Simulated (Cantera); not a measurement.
An isothermal, constant-pressure homogeneous reactor starts with 45.5 % CH4, 54.5 % H2O, at 1525 K and 1.00 atm.

Computed with Cantera and GRI-Mech 3.0 (53 species, 325 reactions).

**Question.** Predict: x(CH4) at 5.00 s; x(H2O) at 5.00 s; x(H2) at 5.00 s; x(CO) at 5.00 s.

**Answer.** 
- x(CH4) at 5.00 s = 0.0672 (gas-phase equilibrium 6.72e-6)
- x(H2O) at 5.00 s = 0.246 (gas-phase equilibrium 0.0425)
- x(H2) at 5.00 s = 0.518 (gas-phase equilibrium 0.719)
- x(CO) at 5.00 s = 0.0880 (gas-phase equilibrium 0.233)
